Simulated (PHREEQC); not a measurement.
A solution holds 0.01 mol/kgw H2SO4, 0.0073 mol/kgw Li2SO4 and 0.0097 mol/kgw Fe2(SO4)3, at 65 °C. Closed to the air; pH follows from the charge balance.

The numbers come from PHREEQC with the ion-association model, wateq4f.dat.

```
quantity                    before     after
------------------------  --------  --------
pH                            2.16      2.06
ionic strength (mol/kgw)    0.0611    0.0318
SO4-2 (mol/kgw)             0.0139   0.00723
HSO4- (mol/kgw)             0.0130   0.00985
LiSO4- (mol/kgw)          0.000357  0.000227
```

Problem. What was changed between the two runs?
A) diluted 2-fold with water
B) temperature from 65 to 10 °C
C) Fe2(SO4)3 from 0.0097 to 0.0485 mol/kgw
D) Fe2(SO4)3 left out
E) temperature from 65 to 15 °C

Solution. D, Fe2(SO4)3 left out

No solid was allowed to form. Some of these states are supersaturated (in Hematite (slow to form), Goethite (slow to form), for instance). Away from 25 °C the constants follow the database's enthalpies or fits; those with neither stay at their 25 °C values.
